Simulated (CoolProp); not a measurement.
Acetone along the isotherm 550 K: fugacity coefficient from the reference equation and from simpler models built on Tc = 508.1 K, pc = 4692 kPa, ω = 0.307; each cubic takes its own stable root.

The numbers come from the reference Helmholtz-energy equation of state, Lemmon 2006 in CoolProp. It is a short technical equation, of lower accuracy than the large ones.

```tsv
p (kPa)	phase	reference	van der Waals	Redlich-Kwong	Soave-Redlich-Kwong	Peng-Robinson
37.1	gas	0.9976	0.9981	0.9979	0.9980	0.9977
59.9	gas	0.9962	0.9969	0.9965	0.9967	0.9963
96.8	gas	0.9938	0.9950	0.9944	0.9947	0.9940
156	gas	0.9901	0.9919	0.9910	0.9915	0.9903
253	gas	0.9840	0.9868	0.9855	0.9862	0.9843
408	gas	0.9742	0.9788	0.9766	0.9777	0.9748
660	gas	0.9585	0.9657	0.9623	0.9641	0.9594
1070	gas	0.9333	0.9445	0.9392	0.9422	0.9347
1720	gas	0.8943	0.9111	0.9030	0.9078	0.8964
2780	gas	0.8328	0.8567	0.8451	0.8529	0.8360
4490	gas	0.7386	0.7682	0.7540	0.7670	0.7435
7260	supercritical	0.5962	0.6158	0.6095	0.6343	0.6061
11700	supercritical	0.4351	0.4744	0.4614	0.4895	0.4603
```
